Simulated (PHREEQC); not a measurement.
**Brine: an equilibrium model**

Consider water at 25 °C with 0.82 mol Na2SO4 and 5.9e-05 mol H4SiO4 per kg of water. Closed to the air; pH follows from the charge balance.

Model: Pitzer model, pitzer.dat, run in PHREEQC.

| Quantity | Value |
|---|---|
| pH | 7.17 |
| ionic strength | 2.46 mol/kgw |
| activity of water | 0.971 |
| density | 1.093 g/cm³ |
| osmotic coefficient | 0.654 |

| species | molality | activity | log γ |
|---|---|---|---|
| Na+ | 1.64 | 0.765 | -0.331 |
| SO4-2 | 0.820 | 0.0392 | -1.320 |
| H4SiO4 | 5.86e-5 | 6.14e-5 | 0.020 |
| HSO4- | 4.84e-7 | 2.50e-7 | -0.287 |
| H3SiO4- | 3.72e-7 | 1.35e-7 | -0.440 |
| OH- | 2.71e-7 | 1.47e-7 | -0.267 |
| H+ | 1.59e-7 | 6.70e-8 | -0.375 |

No solid was allowed to form. Species that the database lacks are ignored. In brines, pH and single-ion activities rest on the MacInnes convention.
